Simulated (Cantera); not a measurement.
A closed system holds: 1 mol B2O3, 1.6 mol H2, held at 16.5 Torr.

Equilibrium computed with Cantera from the NASA thermochemical tables; the gas is ideal and each condensed phase is pure. Candidate condensed phases: B, B2O3, B3O3H3, H2O; 23 gas species. The numbers say what is thermodynamically allowed, not how fast it happens. All values below are at 2248 K.

Base state: H2 0.462, B2O3 0.224, HBO2 0.130, HBO 0.0643, BO 0.0547, H 0.0337, B2O2 0.0175, H2O 0.0112 (mole fractions); condensed: gas only.

**Question.** What changes in the equilibrium state with this change: 0.011 mol NH3 added?

**Answer.** 
```json
[
 {"species": "H2", "before": "0.462", "after": "0.464"},
 {"species": "B2O3", "before": "0.224", "after": "0.222"},
 {"species": "HBO2", "before": "0.130", "after": "0.129"},
 {"species": "N2", "before": "0", "after": "0.00200"},
 {"species": "B2O2", "before": "0.0175", "after": "0.0174"},
 {"species": "BO", "before": "0.0547", "after": "0.0545"},
 {"species": "HBO", "before": "0.0643", "after": "0.0642"},
 {"species": "H", "before": "0.0337", "after": "0.0337"},
 {"species": "H2O", "before": "0.0112", "after": "0.0112"},
 {"species": "BO2", "before": "0.00171", "after": "0.00169"},
 {"species": "OH", "before": "0.000122", "after": "0.000122"}
]
```
Further candidate phases: BN.
